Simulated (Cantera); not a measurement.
Charge: 1 mol SiF4, 0.4 mol C3H8, 300 mol H2, equilibrated at 2348.15 K and 1.40 mbar.

Equilibrium computed with Cantera from the NASA thermochemical tables; the gas is ideal and each condensed phase is pure. Candidate condensed phases: C, C6H6, C7H8, C8H18, Si, SiC; 113 gas species. The tables' values for SiF, SiF2 are old estimates; treat these amounts as uncertain. Kinetics and transport are ignored.

Base state: H2 0.707, H 0.278, HF 0.0112, Si 0.00256, C2H2 (acetylene) 0.00149, SiC2 0.000160, SiF 6.38e-5, C2H 2.97e-5 (mole fractions); condensed: gas only.

**Question.** What changes in the equilibrium state with this change: temperature from 2348.15 K to 1073 K?

**Answer.** 
```tsv
species	before	after
H2	0.707	0.996
SiF4	<1e-9	0.00314
HF	0.0112	0.000460
H	0.278	3.74e-7
Si	0.00256	<1e-9
C2H2 (acetylene)	0.00149	7.15e-9
SiC2	0.000160	<1e-9
SiF	6.38e-5	<1e-9
C(graphite), mol	0	1.15
SiC(s), mol	0	0.0299
```
The tables' values for SiF3 are old estimates; treat these amounts as uncertain.

**Question.** What changes in the equilibrium state with this change: SiF4 replaced by SiHCl3?

**Answer.** 
| species | before | after |
|---|---|---|
| H2 | 0.707 | 0.709 |
| H | 0.278 | 0.278 |
| HCl | 0 | 0.00661 |
| HF | 0.0112 | 0 |
| Si | 0.00256 | 0.00262 |
| Cl | 0 | 0.00186 |
| SiF | 6.38e-5 | 0 |
| SiF2 | 1.38e-5 | 0 |
